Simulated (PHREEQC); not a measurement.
Make-up at 25 °C: 0.091 mol Al2(SO4)3, 0.003 mol CaCl2 and 0.015 mol NaAlO2 per kg of water. Closed to the air; pH follows from the charge balance.

All values are PHREEQC results (ion-association model, phreeqc.dat), not measurements.

Q: The ionic strength comes out as 0.325 mol/kgw. What activity coefficients do Na+, Ca+2, Al(SO4)2-, Al(OH)2+, Al(OH)4- get?

A: Na+ 0.73, Ca+2 0.28, Al(SO4)2- 0.70, Al(OH)2+ 0.72, Al(OH)4- 0.70.

This is a speciation only: nothing precipitates in the calculation. Saturation is exceeded, for instance for Al(OH)3(a), Gibbsite (slow to form); the values hold only as long as no solid forms. Complexes and solids missing from the database can't appear.
